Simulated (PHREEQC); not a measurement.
3.6 g of hydrous ferric oxide (600 m²/g; 0.2 weak and 0.005 strong sites per Fe, Dzombak-Morel constants, diffuse double layer) in 1 kg of water with 0.3 mol/kgw of an inert sodium salt, at 25 °C; the pH is set by adding NaOH or the inert anion's acid. Oxygen is held at 0.21 atm. The system is closed to CO2. Nothing may precipitate in this run.

Model: ion-association model, wateq4f.dat, run in PHREEQC.

| pH | surface charge σ (C/m²) | surface potential ψ (mV) |
|---|---|---|
| 4 | 0.349 | 123 |
| 4.67 | 0.304 | 116 |
| 6 | 0.154 | 83 |
| 6.67 | 0.091 | 59 |
| 7.33 | 0.044 | 33 |
| 8.67 | -0.031 | [?] |
| 9.33 | -0.074 | [?] |
| 10 | -0.132 | -75 |
| 11.33 | -0.282 | [?] |
| 12 | -0.339 | -120 |

**Question.** Complete the blanks.

**Answer.** 
- 8.67, surface potential ψ (mV): -24
- 9.33, surface potential ψ (mV): -51
- 11.33, surface potential ψ (mV): -112

Complexes and solids missing from the database can't appear.
